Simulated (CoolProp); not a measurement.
Vapour-liquid equilibrium of nitrogen (1) + methane (2) at 100.9 K; x and y are mole fractions of (1).

Values from CoolProp's multi-fluid Helmholtz-energy mixture model, Span 2000 and Setzmann 1991; pair parameters Kunz 2012.

```json
[
 {"x": "0.05", "bubble pressure, mixture model (MPa)": "(withheld)", "bubble pressure, Raoult's law (MPa)": "0.07723", "y, mixture model": "(withheld)", "y, Raoult's law": "0.536"},
 {"x": "0.2", "bubble pressure, mixture model (MPa)": "(withheld)", "bubble pressure, Raoult's law (MPa)": "0.1958", "y, mixture model": "0.874", "y, Raoult's law": "0.846"},
 {"x": "0.35", "bubble pressure, mixture model (MPa)": "(withheld)", "bubble pressure, Raoult's law (MPa)": "0.3143", "y, mixture model": "0.919", "y, Raoult's law": "0.922"},
 {"x": "0.5", "bubble pressure, mixture model (MPa)": "0.4942", "bubble pressure, Raoult's law (MPa)": "0.4328", "y, mixture model": "0.942", "y, Raoult's law": "0.956"},
 {"x": "0.65", "bubble pressure, mixture model (MPa)": "0.5820", "bubble pressure, Raoult's law (MPa)": "0.5514", "y, mixture model": "(withheld)", "y, Raoult's law": "0.976"},
 {"x": "0.8", "bubble pressure, mixture model (MPa)": "0.6745", "bubble pressure, Raoult's law (MPa)": "0.6699", "y, mixture model": "0.974", "y, Raoult's law": "0.989"},
 {"x": "0.95", "bubble pressure, mixture model (MPa)": "(withheld)", "bubble pressure, Raoult's law (MPa)": "0.7884", "y, mixture model": "(withheld)", "y, Raoult's law": "0.998"}
]
```

Q: Some entries are withheld; supply them.

A: 
- 0.05, bubble pressure, mixture model (MPa): 0.1102
- 0.05, y, mixture model: 0.660
- 0.2, bubble pressure, mixture model (MPa): 0.2778
- 0.35, bubble pressure, mixture model (MPa): 0.3981
- 0.65, y, mixture model: 0.958
- 0.95, bubble pressure, mixture model (MPa): 0.7846
- 0.95, y, mixture model: 0.993

The largest gap from Raoult's law is +42.7 % in bubble pressure, at x = 0.05. No azeotrope shows between x = 0.05 and 0.95.

Pair parameters are fitted to limited data, so mixtures are less certain than the pure fluids. The gap from Raoult's law changes sign with composition, which may be real or a fault of the pair parameters; it wasn't checked against measurements.
